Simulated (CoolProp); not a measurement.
The numbers come from the reference Helmholtz-energy equation of state, Thol 2015 in CoolProp.

Task: Give the vapour pressure (MPa), liquid density (kg/m³), liquid cp (kJ/(kg K)), vapour Z of saturated octamethylcyclotetrasiloxane (D4) at 378.2, 384.3 K.

Result: 
```tsv
T (K)	p (MPa)	liquid density (kg/m³)	liquid cp (kJ/(kg K))	vapour Z
378.2	0.0107	857	1.83	0.986
384.3	0.0136	850	1.84	0.983
```
